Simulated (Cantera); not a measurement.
A Cantera script and what it prints.

```python
import numpy as np
import cantera as ct

gas_names = """
    H HNO HNO2 HNO3 HO2 H2 H2O H2O2 H2S H2SO4 Mg MgH MgN MgO MgOH MgO2H2 MgS Mg2 N NH NH2 NH3 NH2OH NO
    NO2 NO3 N2 N2H2 N2H4 N2O O OH O2 O3 S SH SN SO SO2 SO3 S2 S2O S8
""".split()
cond_names = """
    H2O(s) H2O(L) H2SO4(L) Mg(cr) Mg(L) MgO(s) MgO(L) MgO2H2(s) MgS(s) MgSO4(s) MgSO4(L) S(cr1) S(cr2)
    S(L)
""".split()


# ... load() reads the species with a 1 bar reference pressure and builds the phases ...
atoms = {
    'MgO': {'Mg': 1, 'O': 1},
    'H2S': {'H': 2, 'S': 1},
    'N2': {'N': 2},
}
top_T = {'MgS(s)': 2250}  # K; cautious upper limits of use, not melting points


# ... equilibrate(T, P, feed) seeds the gas with the atoms and calls Mixture.equilibrate('TP', solver="vcs", rtol=1e-11, max_steps=5000) ...
results = []
feed = {'MgO': 1, 'H2S': 0.69, 'N2': 4.7}  # mol
T = 1175  # K
P = 2200  # Pa
mix = equilibrate(T, P, feed)
results.append((T, P, feed, dict(zip(mix.species_names, mix.species_moles))))
x = sorted(zip(gas.X, gas.species_names), reverse=True)
print(f"T = {T:g} K  P = {P:g} Pa  gas = {mix.phase_moles(0):.4g} mol")
print("   x: " + "  ".join(f"{s} {v:.3e}" for v, s in x if v > 0.001))
print("   condensed (mol): " + ("  ".join(f"{mix.phase(i).name} {mix.phase_moles(i):.4g}"
      for i in range(1, mix.n_phases) if mix.phase_moles(i) > 1e-12) or "none"))
```

Output:

```
T = 1175 K  P = 2200 Pa  gas = 5.582 mol
   x: N2 8.420e-01  H2 6.866e-02  H2S 5.099e-02  S2 3.429e-02  H2O 3.887e-03
   condensed (mol): MgO(s) 0.9783  MgS(s) 0.02171
```

These are equilibrium values from Cantera (NASA tables, ideal gas, pure condensed phases), not measurements of a reactor. Mutual solubility and eutectic melting of coexisting phases are not modelled. Gases not in the tables: S3 to S7.
